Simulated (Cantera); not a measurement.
What does this Cantera script print?

```python
import numpy as np
import cantera as ct

gas_names = """
    AL ALCL ALCL2 ALCL3 ALN ALO ALOCL ALO2 AL2 AL2CL6 AL2O AL2O2 CL CLO CL2 N NO NO2 NO3 N2 N2O O O2 O3
""".split()
cond_names = """
    AL(cr) AL(L) ALCL3(s) ALCL3(L) ALN(s) AL2O3(a) AL2O3(L)
""".split()


# ... load() reads the species with a 1 bar reference pressure and builds the phases ...
atoms = {
    'AlCl3': {'AL': 1, 'CL': 3},
    'O2': {'O': 2},
    'N2': {'N': 2},
}
top_T = {'ALN(s)': 2750}  # K; cautious upper limits of use, not melting points


# ... equilibrate(T, P, feed) seeds the gas with the atoms and calls Mixture.equilibrate('TP', solver="vcs", rtol=1e-11, max_steps=5000) ...
results = []
feed = {'AlCl3': 1, 'O2': 6.3, 'N2': 28}  # mol
P = 49000  # Pa
for T in [623, 723, 823, 923, 1023, 1123, 1223, 1323, 1423, 1523, 1623, 1723, 1823, 1923]:
    mix = equilibrate(T, P, feed)
    results.append((T, P, feed, dict(zip(mix.species_names, mix.species_moles))))

top = {s: max(r[3][s] / sum(r[3][g] for g in gas_names) for r in results) for s in gas_names}
cols = sorted((s for s in top if top[s] > 1e-05), key=lambda s: -top[s])[:8]
seen = [c for c in cond_names if any(r[3].get(c, 0) > 1e-12 for r in results)]
print("log10 of partial pressures in bar; condensed amounts in mol")
print(f"{'T/K':>10s}" + "".join(f"{s[:9]:>10s}" for s in cols + seen))
for T, P, feed, n in results:
    ng = sum(n[g] for g in gas_names)
    print(f"{T:10.4g}" + "".join(f"{np.log10(max(n[s] / ng * P / 1e5, 1e-99)):10.3f}" for s in cols)
          + "".join(f"{n.get(c, 0):10.4g}" for c in seen))
```

Output:

```
log10 of partial pressures in bar; condensed amounts in mol
       T/K        N2        O2        CL       CL2        NO       CLO         O     ALCL3  AL2O3(a)
       623    -0.407    -1.110    -8.153    -1.678    -7.761    -9.222   -18.318   -17.280       0.5
       723    -0.407    -1.110    -6.727    -1.678    -6.702    -8.045   -15.404   -14.362       0.5
       823    -0.407    -1.110    -5.643    -1.678    -5.900    -7.153   -13.193   -12.160       0.5
       923    -0.407    -1.110    -4.791    -1.679    -5.271    -6.455   -11.459   -10.443       0.5
      1023    -0.407    -1.110    -4.104    -1.679    -4.766    -5.892   -10.062    -9.067       0.5
      1123    -0.407    -1.110    -3.539    -1.682    -4.350    -5.431    -8.912    -7.944       0.5
      1223    -0.408    -1.111    -3.067    -1.688    -4.003    -5.046    -7.949    -7.015       0.5
      1323    -0.408    -1.112    -2.670    -1.702    -3.708    -4.725    -7.131    -6.244       0.5
      1423    -0.410    -1.113    -2.336    -1.732    -3.456    -4.458    -6.427    -5.609    0.4999
      1523    -0.412    -1.116    -2.060    -1.785    -3.237    -4.240    -5.816    -5.102    0.4997
      1623    -0.414    -1.119    -1.838    -1.875    -3.047    -4.071    -5.281    -4.723    0.4993
      1723    -0.418    -1.124    -1.671    -2.012    -2.880    -3.950    -4.807    -4.475    0.4988
      1823    -0.421    -1.128    -1.555    -2.201    -2.732    -3.877    -4.386    -4.358    0.4984
      1923    -0.424    -1.133    -1.483    -2.435    -2.599    -3.844    -4.008    -4.352    0.4983
```

Cantera equilibrium calculation (NASA polynomials, part measured and part estimated; ideal gas, pure solids and liquids). Condensed phases not in the tables: AlOCl.
